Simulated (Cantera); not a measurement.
Cantera run:

```python
import numpy as np
import cantera as ct

gas_names = """
    CL CL2 H HCL H2 Si SiCL SiCL2 SiCL3 SiCL4 SiH SiHCL3 SiH2 SiH2CL2 SiH3 SiH3CL SiH4 Si2 Si3
""".split()
cond_names = """
    Si(cr) Si(L)
""".split()


# ... load() reads the species with a 1 bar reference pressure and builds the phases ...
atoms = {
    'Si': {'Si': 1},
    'HCl': {'H': 1, 'CL': 1},
}
top_T = {}  # K; cautious upper limits of use, not melting points


# ... equilibrate(T, P, feed) seeds the gas with the atoms and calls Mixture.equilibrate('TP', solver="vcs", rtol=1e-11, max_steps=5000) ...
results = []
feed = {'Si': 1, 'HCl': 17}  # mol
P = 1333.22  # Pa
for T in [525, 600, 675, 750, 825, 900, 975, 1050, 1125, 1200, 1275, 1350, 1425, 1500]:
    mix = equilibrate(T, P, feed)
    results.append((T, P, feed, dict(zip(mix.species_names, mix.species_moles))))
    x = sorted(zip(gas.X, gas.species_names), reverse=True)
    print(f"T = {T:g} K  P = {P:g} Pa  gas = {mix.phase_moles(0):.4g} mol")
    print("   x: " + "  ".join(f"{s} {v:.3e}" for v, s in x if v > 1e-05))
    print("   condensed (mol): " + ("  ".join(f"{mix.phase(i).name} {mix.phase_moles(i):.4g}"
          for i in range(1, mix.n_phases) if mix.phase_moles(i) > 1e-12) or "none"))
```

It prints:

```
T = 525 K  P = 1333.22 Pa  gas = 16 mol
   x: HCL 8.125e-01  H2 1.250e-01  SiCL4 6.250e-02
   condensed (mol): none
T = 600 K  P = 1333.22 Pa  gas = 16 mol
   x: HCL 8.125e-01  H2 1.250e-01  SiCL4 6.250e-02
   condensed (mol): none
T = 675 K  P = 1333.22 Pa  gas = 16 mol
   x: HCL 8.125e-01  H2 1.250e-01  SiCL4 6.250e-02
   condensed (mol): none
T = 750 K  P = 1333.22 Pa  gas = 16 mol
   x: HCL 8.125e-01  H2 1.250e-01  SiCL4 6.250e-02
   condensed (mol): none
T = 825 K  P = 1333.22 Pa  gas = 16 mol
   x: HCL 8.125e-01  H2 1.250e-01  SiCL4 6.249e-02  SiHCL3 1.189e-05
   condensed (mol): none
T = 900 K  P = 1333.22 Pa  gas = 16 mol
   x: HCL 8.125e-01  H2 1.250e-01  SiCL4 6.247e-02  SiHCL3 2.729e-05
   condensed (mol): none
T = 975 K  P = 1333.22 Pa  gas = 16 mol
   x: HCL 8.126e-01  H2 1.249e-01  SiCL4 6.243e-02  SiHCL3 5.488e-05  SiCL3 1.682e-05
   condensed (mol): none
T = 1050 K  P = 1333.22 Pa  gas = 16 mol
   x: HCL 8.126e-01  H2 1.249e-01  SiCL4 6.232e-02  SiHCL3 9.940e-05  SiCL3 7.814e-05
   condensed (mol): none
T = 1125 K  P = 1333.22 Pa  gas = 16 mol
   x: HCL 8.129e-01  H2 1.247e-01  SiCL4 6.201e-02  SiCL3 2.933e-04  SiHCL3 1.652e-04  SiCL2 1.708e-05
   condensed (mol): none
T = 1200 K  P = 1333.22 Pa  gas = 16.01 mol
   x: HCL 8.134e-01  H2 1.241e-01  SiCL4 6.117e-02  SiCL3 9.193e-04  SiHCL3 2.539e-04  SiCL2 1.212e-04
   condensed (mol): none
T = 1275 K  P = 1333.22 Pa  gas = 16.03 mol
   x: HCL 8.151e-01  H2 1.225e-01  SiCL4 5.894e-02  SiCL3 2.435e-03  SiCL2 6.543e-04  SiHCL3 3.577e-04  CL 1.262e-05
   condensed (mol): none
T = 1350 K  P = 1333.22 Pa  gas = 16.09 mol
   x: HCL 8.192e-01  H2 1.186e-01  SiCL4 5.370e-02  SiCL3 5.357e-03  SiCL2 2.666e-03  SiHCL3 4.450e-04  CL 4.091e-05
   condensed (mol): none
T = 1425 K  P = 1333.22 Pa  gas = 16.2 mol
   x: HCL 8.277e-01  H2 1.104e-01  SiCL4 4.399e-02  SiCL3 9.385e-03  SiCL2 7.874e-03  SiHCL3 4.593e-04  CL 1.205e-04  H 1.963e-05
   condensed (mol): none
T = 1500 K  P = 1333.22 Pa  gas = 16.38 mol
   x: HCL 8.398e-01  H2 9.880e-02  SiCL4 3.122e-02  SiCL2 1.665e-02  SiCL3 1.279e-02  SiHCL3 3.804e-04  CL 3.283e-04  H 4.792e-05
   condensed (mol): none
```

These are equilibrium values from Cantera (NASA tables, ideal gas, pure condensed phases), not measurements of a reactor. The tables' values for SiCl3 are old estimates; treat these amounts as uncertain.
